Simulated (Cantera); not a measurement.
Charge: 1 mol HF, 0.11 mol H₂, 2.2 mol N₂, at 1330 Pa.

Equilibrium computed with Cantera from the NASA thermochemical tables; the gas is ideal and each condensed phase is pure. Equilibrium is a limit: real reactors are often held back by kinetics, nucleation or transport.

### Question
At 1752 °C, list the 4 most abundant gas species with their mole fractions, and the condensed phases.

### Answer
N₂ 0.664, HF 0.302, H₂ 0.0317, H 0.00297. Condensed: gas only.
